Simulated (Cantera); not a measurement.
A closed system holds: 1 mol SiCl4, 0.66 mol Cl2, 3.1 mol H2, held at 650 °C and 1 atm.

Method: chemical equilibrium by Gibbs-energy minimisation in Cantera with the NASA 1993 tables (ideal gas, pure condensed phases). Candidate condensed phases: Si; 19 gas species. The tables' values for SiCl3 are old estimates; treat these amounts as uncertain. Rates play no part.

Question: What is the equilibrium state?

Answer: 
```
Quantity                              Value
--------------------------------  ---------
x(H2)                                 0.511
x(HCl)                                0.279
x(SiCl4)                              0.209
x(SiHCl3)                           0.00136
x(SiCl3)                            1.13e-5
gas amount                        4.760 mol
log10 activity of Si(s) (absent)      -6.95
```
